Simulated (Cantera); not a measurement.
# Low-pressure radical oxidation in H2/O2

An isothermal, constant-pressure homogeneous reactor starts with 1.77 % H2, 98.2 % O2, equivalence ratio 0.0090, at 1373 K and 0.00306 atm.

Cantera simulation using the H2/O2 subset of GRI-Mech 3.0, which has no nitrogen chemistry; the numbers are that mechanism's predictions, not measurements. Radical loss at walls, strong at low pressure, is not modelled.

```
t (s)         x H2   x O2      x O    x HO2    x H2O2    x H2O
--------  --------  -----  -------  -------  --------  -------
0.000300    0.0177  0.982  1.45e-8  1.93e-8  3.62e-12  2.63e-9
0.00120     0.0177  0.982  1.36e-7  7.75e-8  5.55e-11  8.55e-8
0.00482     0.0177  0.982  1.18e-5  3.08e-7  7.43e-10  1.34e-5
0.0193    0.000181  0.966   0.0148  1.95e-7   5.57e-9   0.0158
0.0775    0.000119  0.966   0.0148  1.83e-7   4.83e-9   0.0160
0.311     0.000112  0.967   0.0140  1.79e-7   4.77e-9   0.0161
1.24       9.14e-5  0.970   0.0112  1.62e-7   4.52e-9   0.0164
4.99       4.60e-5  0.976  0.00549  1.15e-7   3.62e-9   0.0170
20.0       9.49e-6  0.981  0.00110  4.60e-8   1.79e-9   0.0175
```
x: mole fraction; the columns are a selection and need not sum to one.

Equilibrium at this temperature and pressure: H2 9.63e-8, O2 0.982, O 1.10e-5, HO2 2.28e-8, H2O2 9.16e-11, H2O 0.0178 (gas phase only).
